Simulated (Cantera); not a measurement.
A closed system holds: 1 mol Fe, 1.7 mol CO2, a varied amount of N2, equilibrated at 1600 °C and 0.100 bar.

Equilibrium computed with Cantera from the NASA thermochemical tables; the gas is ideal and each condensed phase is pure. Candidate condensed phases: C, Fe, Fe(CO)5, FeO, Fe2O3, Fe3O4; 27 gas species. The tables' stoichiometric FeO is somewhat more stable than real wüstite, so its field is too wide. FeO: taken at fixed stoichiometry. Equilibrium is a limit: real reactors are often held back by kinetics, nucleation or transport.

At 140 mol N2, list the 5 most abundant gas species with their mole fractions, and the condensed phases.

N2 0.988, CO 0.00695, CO2 0.00505, Fe 0.000122, NO 1.26e-5. Condensed: FeO(l).
